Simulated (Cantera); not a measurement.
Input (Python, Cantera) and output of one run.

```python
import numpy as np
import cantera as ct

gas_names = """
    Cr CrN CrO CrO2 CrO3 H HNO HNO2 HNO3 HO2 H2 H2O H2O2 N NH NH2 NH3 NH2OH NO NO2 NO3 N2 N2H2 N2H4 N2O
    O OH O2 O3
""".split()
cond_names = """
    Cr(cr) Cr(L) CrN(s) Cr2N(s) Cr2O3(s) Cr2O3(L) H2O(s) H2O(L)
""".split()


def load(file, names, dense=False):
    # The tables refer to 1 bar. Condensed volumes are neglected.
    table = {s.name: s for s in ct.Species.list_from_file(file)}
    out = []
    for n in names:
        d = dict(table[n].input_data)
        d["thermo"] = dict(d["thermo"], **{"reference-pressure": 1e5})
        if dense:
            d["equation-of-state"] = {"model": "constant-volume", "density": "1e6 g/cm^3"}
        out.append(ct.Species.from_dict(d))
    return out


gas = ct.Solution(thermo="ideal-gas", species=load("nasa_gas.yaml", gas_names))
cond = {s.name: ct.Solution(thermo="fixed-stoichiometry", species=[s], name=s.name)
        for s in load("nasa_condensed.yaml", cond_names, dense=True)}
atoms = {
    'Cr': {'Cr': 1},
    'N2O': {'N': 2, 'O': 1},
    'H2': {'H': 2},
}
top_T = {'CrN(s)': 1900, 'Cr2N(s)': 1900}  # K; cautious upper limits of use, not melting points


def equilibrate(T, P, feed):
    n = {}
    for name, mol in feed.items():
        for a, k in atoms[name].items():
            n[a] = n.get(a, 0.0) + k * mol
    gas.TPX = T, P, n
    mass = sum(n.values()) * gas.mean_molecular_weight
    gas.equilibrate("TP")
    valid = [c for c in cond.values() if c.min_temp <= T <= top_T.get(c.name, c.max_temp)]
    mix = ct.Mixture([(gas, mass / gas.mean_molecular_weight)] + [(c, 0.0) for c in valid])
    mix.T, mix.P = T, P
    mix.equilibrate("TP", solver="vcs", rtol=1e-11, max_steps=5000)
    return mix


results = []
feed = {'Cr': 1, 'N2O': 16, 'H2': 3.8}  # mol
P = 30  # Pa
for T in [1323, 1373, 1423, 1473, 1523, 1573, 1623, 1673, 1723, 1773]:
    mix = equilibrate(T, P, feed)
    results.append((T, P, feed, dict(zip(mix.species_names, mix.species_moles))))

top = {s: max(r[3][s] / sum(r[3][g] for g in gas_names) for r in results) for s in gas_names}
cols = sorted((s for s in top if top[s] > 0.001), key=lambda s: -top[s])[:7]
seen = [c for c in cond_names if any(r[3].get(c, 0) > 1e-12 for r in results)]
print("log10 of partial pressures in bar; condensed amounts in mol")
print(f"{'T/K':>10s}" + "".join(f"{s[:9]:>10s}" for s in cols + seen))
for T, P, feed, n in results:
    ng = sum(n[g] for g in gas_names)
    print(f"{T:10.4g}" + "".join(f"{np.log10(max(n[s] / ng * P / 1e5, 1e-99)):10.3f}" for s in cols)
          + "".join(f"{n.get(c, 0):10.4g}" for c in seen))
```

Result:

```
log10 of partial pressures in bar; condensed amounts in mol
       T/K        N2        O2       H2O        OH        NO         O  Cr2O3(s)
      1323    -3.719    -4.196    -4.344    -7.417    -6.905    -8.673       0.5
      1373    -3.720    -4.196    -4.344    -7.183    -6.774    -8.308       0.5
      1423    -3.720    -4.196    -4.344    -6.965    -6.652    -7.969       0.5
      1473    -3.720    -4.196    -4.345    -6.763    -6.538    -7.652       0.5
      1523    -3.720    -4.197    -4.345    -6.573    -6.432    -7.357       0.5
      1573    -3.720    -4.198    -4.346    -6.396    -6.333    -7.080    0.4999
      1623    -3.720    -4.199    -4.347    -6.231    -6.240    -6.820    0.4998
      1673    -3.721    -4.200    -4.349    -6.075    -6.153    -6.576    0.4994
      1723    -3.721    -4.202    -4.352    -5.930    -6.071    -6.346    0.4986
      1773    -3.722    -4.205    -4.356    -5.793    -5.994    -6.130    0.4966
```

Cantera equilibrium calculation (NASA polynomials, part measured and part estimated; ideal gas, pure solids and liquids).
